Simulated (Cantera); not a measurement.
Cantera with NASA thermochemical tables; ideal gases at 1 bar, condensed phases pure. Values are per mole of reaction as written; species without (g) are pure solids or liquids, kept so even where they would boil at 1 bar.

Task: Between 498 and 948 K, where is each reaction favourable under standard conditions?
- 3 H₂O₂(g) + 3 V₂O₃ + 2 N(g) ⇌ 3 V₂O₅ + 2 NH₃(g)

Result: 
- 3 H₂O₂(g) + 3 V₂O₃ + 2 N(g) ⇌ 3 V₂O₅ + 2 NH₃(g): ΔG° is -1361 kJ at 498 K and -1125 kJ at 948 K; it stays negative (K > 1). ΔH° is -1424 kJ and ΔS° -316 J/K at 948 K.
